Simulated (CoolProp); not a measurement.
Methane along the isobar 3.46 MPa: fugacity coefficient from the reference equation and from simpler models built on Tc = 190.6 K, pc = 4.599 MPa, ω = 0.011; each cubic takes its own stable root.

Model: reference Helmholtz-energy equation of state, Setzmann 1991, in CoolProp.

| T (K) | phase | reference | van der Waals | Redlich-Kwong | Soave-Redlich-Kwong | Peng-Robinson |
|---|---|---|---|---|---|---|
| 176.2 | liquid | 0.6291 | 0.7140 | 0.6332 | 0.6350 | 0.6163 |
| 186.2 | gas | 0.7351 | 0.7629 | 0.7333 | 0.7334 | 0.7132 |
| 196.3 | gas | 0.7761 | 0.7934 | 0.7733 | 0.7734 | 0.7530 |
| 206.3 | gas | 0.8081 | 0.8182 | 0.8049 | 0.8052 | 0.7850 |
| 216.4 | gas | 0.8344 | 0.8392 | 0.8312 | 0.8318 | 0.8118 |
| 226.4 | gas | 0.8561 | 0.8570 | 0.8528 | 0.8540 | 0.8344 |
| 236.5 | gas | 0.8745 | 0.8724 | 0.8714 | 0.8730 | 0.8538 |
| 246.5 | gas | 0.8901 | 0.8856 | 0.8870 | 0.8891 | 0.8704 |
| 256.6 | gas | 0.9035 | 0.8972 | 0.9005 | 0.9031 | 0.8850 |
| 266.6 | gas | 0.9151 | 0.9074 | 0.9121 | 0.9152 | 0.8976 |
| 276.7 | gas | 0.9252 | 0.9164 | 0.9223 | 0.9258 | 0.9087 |
| 286.8 | gas | 0.9340 | 0.9244 | 0.9311 | 0.9350 | 0.9185 |
| 296.8 | gas | 0.9416 | 0.9315 | 0.9388 | 0.9431 | 0.9271 |
| 306.9 | gas | 0.9485 | 0.9378 | 0.9456 | 0.9502 | 0.9347 |
